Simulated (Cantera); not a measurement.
A Cantera script and its output.

```python
import numpy as np
import cantera as ct

gas = ct.Solution("gri30.yaml")
gas.TPX = 1350, 100000, {'N2O': 1, 'N2': 0.12}
reactor = ct.IdealGasConstPressureReactor(gas, energy="off", clone=False)
net = ct.ReactorNet([reactor])
net.rtol, net.atol = 1e-08, 1e-18
show = ['N2O', 'NO', 'NO2', 'N2', 'O2', 'O']
times = np.geomspace(0.0003, 20, 13)

steps = ct.SolutionArray(gas, extra=["t"])
rows = []
print(f"{'t/s':>10s}{'T/K':>9s}{'P/Pa':>11s}" + "".join(f"{s:>11s}" for s in show))
for t in times:
    while net.time < t:
        t_next = net.step()
        steps.append(gas.state, t=t_next)
    rows.append([np.interp(t, steps.t, y) for y in (steps.T, steps.P, *steps(*show).X.T)])
    print(f"{t:10.3e}{rows[-1][0]:9.1f}{rows[-1][1]:11.4g}" + "".join(f"{x:11.3e}" for x in rows[-1][2:]))
rate = np.gradient(steps.T, steps.t)
print("integrator steps:", len(steps.t))
if steps.T.max() > steps.T[0] + 200:
    print(f"time of steepest temperature rise: {steps.t[rate.argmax()]:.4e} s")
gas.TPX = 1350, 100000, {'N2O': 1, 'N2': 0.12}
gas.equilibrate("TP")
print(f"equilibrium (TP): T = {gas.T:.1f} K  " + "  ".join(f"{s} {gas[s].X[0]:.3e}" for s in show))
```

Result:

```
       t/s      T/K       P/Pa        N2O         NO        NO2         N2         O2          O
 3.000e-04   1350.0      1e+05  8.901e-01  3.302e-04  2.045e-07  1.088e-01  7.932e-04  1.356e-05
 7.570e-04   1350.0      1e+05  8.858e-01  8.366e-04  1.223e-06  1.113e-01  2.012e-03  1.355e-05
 1.910e-03   1350.0      1e+05  8.752e-01  2.096e-03  6.488e-06  1.177e-01  5.049e-03  1.352e-05
 4.821e-03   1350.0      1e+05  8.492e-01  5.162e-03  2.768e-05  1.331e-01  1.249e-02  1.341e-05
 1.216e-02   1350.0      1e+05  7.883e-01  1.228e-02  8.758e-05  1.694e-01  2.992e-02  1.312e-05
 3.070e-02   1350.0      1e+05  6.598e-01  2.698e-02  2.147e-04  2.461e-01  6.687e-02  1.240e-05
 7.746e-02   1350.0      1e+05  4.424e-01  5.051e-02  4.198e-04  3.766e-01  1.301e-01  1.070e-05
 1.955e-01   1350.0      1e+05  1.957e-01  7.307e-02  6.207e-04  5.267e-01  2.039e-01  7.226e-06
 4.932e-01   1350.0      1e+05  4.297e-02  8.091e-02  7.036e-04  6.227e-01  2.527e-01  2.600e-06
 1.245e+00   1350.0      1e+05  2.234e-03  8.058e-02  7.717e-04  6.495e-01  2.669e-01  3.629e-07
 3.141e+00   1350.0      1e+05  3.903e-06  8.045e-02  8.068e-04  6.510e-01  2.677e-01  2.201e-07
 7.926e+00   1350.0      1e+05  1.904e-06  8.038e-02  8.062e-04  6.510e-01  2.678e-01  2.200e-07
 2.000e+01   1350.0      1e+05  1.896e-06  8.021e-02  8.046e-04  6.511e-01  2.679e-01  2.200e-07
integrator steps: 1118
equilibrium (TP): T = 1350.0 K  N2O 3.748e-08  NO 6.177e-04  NO2 6.649e-06  N2 6.910e-01  O2 3.083e-01  O 2.358e-07
```

Cantera simulation using GRI-Mech 3.0 (53 species, 325 reactions); the numbers are that mechanism's predictions, not measurements. GRI-Mech 3.0 was tuned for natural gas; its chemistry of N2O as a main component is partial and can be far from experiment. The mechanism lacks the step 2 NO + O2 → 2 NO2, which can matter for NO2 below about 1400 K. The temperature is held fixed by assumption; the heat of reaction is taken as removed at once.
